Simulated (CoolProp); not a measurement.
Vapour-liquid equilibrium of n-butane (1) + R113 (2) at 0.468 MPa; x and y are mole fractions of (1).

Values from CoolProp's multi-fluid Helmholtz-energy mixture model, Bücker 2006 and Marx 1992; pair parameters Bell 2016.

```tsv
x	bubble temperature, mixture model (K)	bubble temperature, Raoult's law (K)	y, mixture model	y, Raoult's law
0.05	370.5	371.1	0.151	0.156
0.15	360.8	362.2	0.382	0.392
0.25	352.9	354.7	0.543	0.558
0.35	346.3	348.2	0.658	0.678
0.45	340.9	342.6	0.743	0.767
0.55	336.2	337.6	0.809	0.835
0.65	332.2	333.2	0.862	0.888
0.75	328.7	329.3	0.907	0.929
0.85	325.4	325.7	0.946	0.962
0.95	322.4	322.5	0.983	0.989
```

The largest gap from Raoult's law is -1.9 K in bubble temperature, at x = 0.35. No azeotrope shows between x = 0.05 and 0.95.

The pair parameters rest on a limited set of measurements; away from them the model extrapolates.
